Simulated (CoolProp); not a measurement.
Model: reference Helmholtz-energy equation of state, Bücker 2006, in CoolProp.

Q: Give the vapour pressure (MPa), liquid density (kg/m³), liquid cp (kJ/(kg K)), liquid conductivity (mW/(m K)) of saturated isobutane at 203.2, 217.1 K.

A: 
```csv
T (K),p (MPa),liquid density (kg/m³),liquid cp (kJ/(kg K)),liquid conductivity (mW/(m K))
203.2,0.00479,655,1.98,128
217.1,0.0118,641,2.03,122
```

Thermal conductivity comes from a separate model (Perkins 2002).
